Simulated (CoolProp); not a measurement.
Computed with CoolProp (reference Helmholtz-energy equation of state, Younglove 1994). It is a modified Benedict-Webb-Rubin equation, recast in Helmholtz form.

For R123, give the phase and the density (kg/m³), isothermal compressibility (1/MPa) at 175.75 °C and 1440 kPa.


- 175.75 °C and 1440 kPa: gas; density 70.4, isothermal compressibility 0.849
